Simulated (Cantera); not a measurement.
Input: 1 mol SiHCl3, 0.78 mol C2H4, 1.6 mol H2, equilibrated at 0.00830 bar.

These are equilibrium values from Cantera (NASA tables, ideal gas, pure condensed phases), not measurements of a reactor. Candidate condensed phases: C, C6H6, C7H8, C8H18, Si, SiC; 109 gas species. The tables' values for SiCl, SiCl3 are old estimates; treat these amounts as uncertain. Rates play no part. All values below are at 2050 K.

Base state: H2 0.471, HCl 0.437, SiCl2 0.0603, H 0.0171, Cl 0.0117, SiCl 0.000834, SiCl3 0.000678, Si 0.000611 (mole fractions); condensed: C(graphite) + SiC(s).

Problem. What changes in the equilibrium state with this change: pressure from 0.00830 bar to 0.00110 bar?

Solution. 
```tsv
species	before	after
H2	0.471	0.449
HCl	0.437	0.410
SiCl2	0.0603	0.0557
H	0.0171	0.0458
Cl	0.0117	0.0310
Si	0.000611	0.00461
SiC2	3.18e-5	0.000240
C(graphite), mol	0.882	0.893
SiC(s), mol	0.672	0.658
```
